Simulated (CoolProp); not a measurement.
Vapour-liquid equilibrium of R22 (1) + C3F8 (R218) (2) at -54.65 °C; x and y are mole fractions of (1).

Computed with CoolProp (multi-fluid Helmholtz-energy mixture model, Kamei 1995 and Lemmon 2006; pair parameters Bell 2016).

### Question
Give the bubble pressure and the first vapour's composition at x = 0.65, 0.85, 0.95. Is there an azeotrope?

### Answer
x = 0.65: 0.07012 MPa, y = 0.602; x = 0.85: 0.06698 MPa, y = 0.678; x = 0.95: 0.05907 MPa, y = 0.820. y crosses x between x = 0.55 and 0.65: the model has an azeotrope there.

Pair parameters are fitted to limited data, so mixtures are less certain than the pure fluids. With so large a gap from Raoult's law the liquid may split in two, which this calculation doesn't test in full.
